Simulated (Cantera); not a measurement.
# Equilibrium for carbothermic reduction: PbO + CH₄ + CO

Input: 1 mol PbO, 3.2 mol CH₄, 0.51 mol CO, held at 0.133 bar.

These are equilibrium values from Cantera (NASA tables, ideal gas, pure condensed phases), not measurements of a reactor. Candidate condensed phases: C, C₆H₆, C₇H₈, C₈H₁₈, H₂O, Pb, PbO, PbO₂, Pb₃O₄; 113 gas species. Rates play no part.

```csv
T (K),x H₂,x CO,x Pb,x H,x C₂H₂ (acetylene),n C(graphite),n Pb(l)
1200,0.804,0.190,0.00482,4.84e-7,8.25e-8,2.19,0.962
1400,0.756,0.178,0.0654,1.16e-5,1.90e-6,2.20,0.447
1600,0.718,0.169,0.112,0.000126,1.97e-5,2.20,0
1800,0.717,0.169,0.112,0.000831,0.000126,2.20,0
2000,0.714,0.169,0.112,0.00376,0.000549,2.19,0
2200,0.705,0.168,0.111,0.0130,0.00181,2.17,0
2400,0.683,0.166,0.110,0.0360,0.00476,2.11,0
2600,0.636,0.162,0.108,0.0838,0.0103,2.00,0
```
x: gas mole fraction; n: condensed amount in mol.

From 1200 K to 1400 K the condensed part is C(graphite) + Pb(l). From 1600 K to 2600 K the condensed part is C(graphite). The main Pb-bearing gas is Pb throughout.
